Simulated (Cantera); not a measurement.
Thermodynamics of iron carbonyl, mercury and lead vapours, feed PbO + O2 + H2

Feed: 1 mol PbO, 2.8 mol O2, 1.3 mol H2, equilibrated at 10000 Pa.

Cantera equilibrium calculation (NASA polynomials, part measured and part estimated; ideal gas, pure solids and liquids). Candidate condensed phases: H2O, Pb, PbO, PbO2, Pb3O4; 12 gas species. Gases not in the tables: (PbO)n polymers. Kinetics and transport are ignored.

```tsv
T (K)	x O2	x H2O	x PbO	x Pb	n Pb3O4(s)	n PbO(red)	n PbO(yellow)	n PbO(l)
525	0.604	0.396	<1e-12	<1e-12	0.333	0	0	0
625	0.623	0.377	<1e-12	<1e-12	0	1.00	0	0
725	0.623	0.377	8.82e-12	<1e-12	0	1.00	0	0
825	0.623	0.377	2.51e-9	<1e-12	0	0	1.00	0
925	0.623	0.377	2.04e-7	7.56e-12	0	0	1.000	0
1025	0.623	0.377	6.85e-6	1.25e-9	0	0	1.000	0
1125	0.623	0.377	0.000121	8.19e-8	0	0	1.000	0
1225	0.622	0.376	0.00113	2.30e-6	0	0	0	0.996
1325	0.619	0.374	0.00690	3.60e-5	0	0	0	0.976
1425	0.603	0.364	0.0322	0.000380	0	0	0	0.884
1525	0.547	0.329	0.121	0.00301	0	0	0	0.512
```
x: gas mole fraction; n: condensed amount in mol.

At 525 K the condensed part is Pb3O4(s). From 625 K to 725 K the condensed part is PbO(red). From 825 K to 1125 K the condensed part is PbO(yellow). From 1225 K to 1525 K the condensed part is PbO(l).
